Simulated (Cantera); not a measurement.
Input (Python, Cantera):

```python
import numpy as np
import cantera as ct

gas = ct.Solution("h2o2.yaml")
gas.TPX = 1275, 1333, {'H2': 0.3, 'O2': 1}
reactor = ct.IdealGasConstPressureReactor(gas, energy="off", clone=False)
net = ct.ReactorNet([reactor])
net.rtol, net.atol = 1e-08, 1e-18
show = ['H2', 'O2', 'OH', 'H', 'HO2', 'O', 'H2O2']
times = np.geomspace(8e-06, 7, 13)

steps = ct.SolutionArray(gas, extra=["t"])
rows = []
print(f"{'t/s':>10s}{'T/K':>9s}{'P/Pa':>11s}" + "".join(f"{s:>11s}" for s in show))
for t in times:
    while net.time < t:
        t_next = net.step()
        steps.append(gas.state, t=t_next)
    rows.append([np.interp(t, steps.t, y) for y in (steps.T, steps.P, *steps(*show).X.T)])
    print(f"{t:10.3e}{rows[-1][0]:9.1f}{rows[-1][1]:11.4g}" + "".join(f"{x:11.3e}" for x in rows[-1][2:]))
rate = np.gradient(steps.T, steps.t)
print("integrator steps:", len(steps.t))
if steps.T.max() > steps.T[0] + 200:
    print(f"time of steepest temperature rise: {steps.t[rate.argmax()]:.4e} s")
gas.TPX = 1275, 1333, {'H2': 0.3, 'O2': 1}
gas.equilibrate("TP")
print(f"equilibrium (TP): T = {gas.T:.1f} K  " + "  ".join(f"{s} {gas[s].X[0]:.3e}" for s in show))
```

Result:

```
       t/s      T/K       P/Pa         H2         O2         OH          H        HO2          O       H2O2
 8.000e-06   1275.0       1333  2.308e-01  7.692e-01  4.140e-10  4.595e-09  4.953e-09  4.490e-10  6.884e-13
 2.502e-05   1275.0       1333  2.308e-01  7.692e-01  3.017e-09  1.398e-08  1.549e-08  3.712e-09  6.717e-12
 7.824e-05   1275.0       1333  2.308e-01  7.692e-01  2.278e-08  6.504e-08  4.846e-08  3.266e-08  6.541e-11
 2.447e-04   1275.0       1333  2.308e-01  7.692e-01  7.951e-07  2.015e-06  1.550e-07  1.194e-06  6.359e-10
 7.652e-04   1275.0       1333  1.573e-01  7.282e-01  1.091e-02  3.219e-02  4.647e-06  1.949e-02  2.405e-07
 2.393e-03   1275.0       1333  1.154e-02  6.437e-01  1.336e-02  7.042e-02  7.681e-06  8.013e-02  3.038e-07
 7.483e-03   1275.0       1333  8.835e-03  6.736e-01  1.194e-02  4.202e-02  8.362e-06  5.600e-02  3.642e-07
 2.340e-02   1275.0       1333  3.222e-03  7.178e-01  7.395e-03  8.058e-03  7.928e-06  1.849e-02  3.950e-07
 7.319e-02   1275.0       1333  3.773e-04  7.361e-01  2.547e-03  3.082e-04  3.325e-06  2.106e-03  2.002e-07
 2.289e-01   1275.0       1333  3.899e-05  7.386e-01  8.242e-04  1.032e-05  6.282e-07  2.187e-04  6.298e-08
 7.158e-01   1275.0       1333  6.115e-06  7.390e-01  3.284e-04  6.504e-07  1.274e-07  3.464e-05  1.961e-08
 2.238e+00   1275.0       1333  1.318e-06  7.391e-01  1.531e-04  6.580e-08  4.211e-08  7.523e-06  6.353e-09
 7.000e+00   1275.0       1333  3.599e-07  7.391e-01  8.014e-05  9.458e-09  3.317e-08  2.063e-06  2.271e-09
integrator steps: 1837
equilibrium (TP): T = 1275.0 K  H2 1.460e-07  O2 7.391e-01  OH 5.103e-05  H 2.456e-09  HO2 4.147e-08  O 8.369e-07  H2O2 1.168e-09
```

Cantera simulation using the H2/O2 subset of GRI-Mech 3.0, which has no nitrogen chemistry; the numbers are that mechanism's predictions, not measurements. Radical loss at walls, strong at low pressure, is not modelled. The temperature is held fixed by assumption; the heat of reaction is taken as removed at once.
